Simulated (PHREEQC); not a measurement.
Solution (25 °C): 0.14 mol H2SO4, 0.11 mol FeSO4 and 0.2 mol MgSO4 per kg of water. Closed to the air; pH follows from the charge balance.

Model: ion-association model, phreeqc.dat, run in PHREEQC.

```json
[
 {"quantity": "pH", "before": "1.19", "after": "1.07"},
 {"quantity": "ionic strength (mol/kgw)", "before": "0.642", "after": "0.494"},
 {"quantity": "HSO4- (mol/kgw)", "before": "0.171", "after": "0.170"},
 {"quantity": "SO4-2 (mol/kgw)", "before": "0.110", "after": "0.0737"},
 {"quantity": "MgSO4 (mol/kgw)", "before": "0.109", "after": "0.0965"},
 {"quantity": "Mg+2 (mol/kgw)", "before": "0.0913", "after": "0.103"}
]
```

Which change was made?
(A) FeSO4 left out
(B) diluted 5-fold with water
(C) temperature from 25 to 5 °C
(D) MgSO4 from 0.2 to 0.18 mol/kgw
(E) temperature from 25 to 15 °C

A, FeSO4 left out

No solid was allowed to form.
